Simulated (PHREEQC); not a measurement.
Synthetic water in mg/kgw, 25 °C, pH 6.72, pe 1.7: Na 4.95; K 0.0423; Ca 6.18; Mg 17; Cl 6.03; S(6) as SO4 16.4; Alkalinity as HCO3 80.7; Br 0.0798; Zn 0.113; B 0.528; Fe(2) 1.72; F 0.681; Li 0.00189.

Valence states are taken as typed.

Model: ion-association model, phreeqc.dat, run in PHREEQC.

This is a speciation only: nothing precipitates in the calculation.

Q: What specific conductance does the model give?

A: specific conductance 188 µS/cm.

Q: In which forms is Fe present?

A: Fe+2 89 %, FeHCO3+ 9.2 %, FeSO4 1.5 %, FeCO3 0.5 % of the Fe.

Complexes and solids missing from the database can't appear. Real BF4- forms and hydrolyses slowly; the run takes it at equilibrium. Fluoro complexes past AlF4- and FeF3 are missing from the database. The database's zinc carbonate complexes are estimates, stronger than later reviews accept.
